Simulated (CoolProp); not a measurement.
A single-stage vapour-compression cycle with nitrous oxide: evaporating at 205.15 K (dew point), condensing at 253.15 K (bubble point), superheat 5 K, subcooling 0 K, compressor efficiency 0.7, no pressure losses. Each further row changes one setting.

The numbers come from the reference Helmholtz-energy equation of state, Lemmon 2006 in CoolProp. It is a short technical equation, of lower accuracy than the large ones.

| case | cooling COP | pressure ratio | discharge temperature (K) | refrigerating effect (kJ/kg) | volumetric capacity (kJ/m³) |
|---|---|---|---|---|---|
| as stated | ___ | 5.99 | 355.1 | 266 | 2120 |
| evaporating temperature 210.15 K | 2.64 | 4.77 | 341.1 | ___ | ___ |
| condensing temperature 248.15 K | ___ | 5.15 | 341.2 | 276 | 2200 |
| subcooling 5 K | 2.33 | 5.99 | 355.1 | 276 | 2200 |
| superheat 15 K | 2.20 | 5.99 | 370.1 | 275 | 2070 |
| compressor efficiency 0.6 | 1.93 | 5.99 | 374.6 | 266 | 2120 |

### Question
Complete the blanks.

### Answer

- as stated, cooling COP: 2.25
- evaporating temperature 210.15 K, refrigerating effect (kJ/kg): 269
- evaporating temperature 210.15 K, volumetric capacity (kJ/m³): 2650
- condensing temperature 248.15 K, cooling COP: 2.59
